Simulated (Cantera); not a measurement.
An isothermal, constant-pressure homogeneous reactor starts with CH4 : N2 = 5.4 : 14 (molar parts), at 1748 K and 0.0133 bar.

Computed with Cantera and GRI-Mech 3.0 (53 species, 325 reactions). GRI-Mech 3.0 stops at C3 and has no aromatics, soot or wall deposition, so with more carbon than oxygen in the feed, carbon stays in small species such as C2H2 where larger ones or solid carbon would form. Radical loss at walls, strong at low pressure, is not modelled.

One state of this run: x CH4 = 0.174; x C2H2 = 0.0275; x H = 0.000174; x C2H = 3.02e-7; x C2H4 = 0.0127; x CH2 = 4.21e-6; x H2 = 0.110. x: mole fraction; the columns are a selection and need not sum to one.

Problem. Which value of t (s) does it belong to?
A. 10.0
B. 4.06
C. 0.0447
D. 0.00121

Solution. C, 0.0447
